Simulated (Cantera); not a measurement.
A freely propagating, adiabatic, planar premixed flame of CH4 : C2H6 : O2 : N2 = 1 : 0.17 : 2.6 : 9.76 (molar parts), equivalence ratio 1.00, unburnt at 700 K and 0.987 atm; unity-Lewis-number transport, grid criteria slope 0.08 and curve 0.16, no radiation.

Computed with Cantera and GRI-Mech 3.0 (53 species, 325 reactions). Unity Lewis numbers drop preferential diffusion, which matters most where H2 and H carry the flame. Burning velocities carry a grid error of a few per cent, more on coarse grids.

x: mole fraction of selected species; z is measured from the peak of heat release.

```csv
z (mm),T (K),u (m/s),x CH4,x C2H6,x O2,x HO2,x H2,x HCN
-1.01,700,1.30,0.0739,0.0126,0.192,2.43e-7,9.38e-6,<1e-8
-0.674,703,1.31,0.0737,0.0125,0.192,2.00e-6,7.77e-5,1.21e-8
-0.505,715,1.33,0.0731,0.0124,0.191,8.66e-6,0.000347,5.42e-8
-0.337,[?],1.45,0.0695,0.0117,0.184,3.96e-5,0.00183,2.85e-7
-0.168,[?],2.11,0.0493,0.00765,0.146,0.000115,0.0102,1.60e-6
-0.0842,[?],2.86,0.0261,0.00303,0.102,0.000164,0.0195,3.20e-6
0,1868,3.66,0.00464,0.000126,0.0538,7.48e-5,0.0237,4.92e-6
0.0842,2002,3.93,0.000184,1.95e-7,0.0321,1.09e-5,0.0179,2.84e-6
0.168,2043,4.00,4.22e-6,<1e-8,0.0267,6.73e-6,0.0166,8.97e-7
0.337,2100,4.10,<1e-8,<1e-8,0.0234,5.39e-6,0.0164,8.50e-8
0.674,2174,4.22,<1e-8,<1e-8,0.0208,4.12e-6,0.0148,<1e-8
1.35,2259,4.35,<1e-8,<1e-8,0.0178,2.96e-6,0.0122,<1e-8
2.70,2335,4.47,<1e-8,<1e-8,0.0149,2.23e-6,0.00972,<1e-8
```

Question: Complete the blanks.

Answer: 
- -0.337, T (K): 777
- -0.168, T (K): 1114
- -0.0842, T (K): 1488
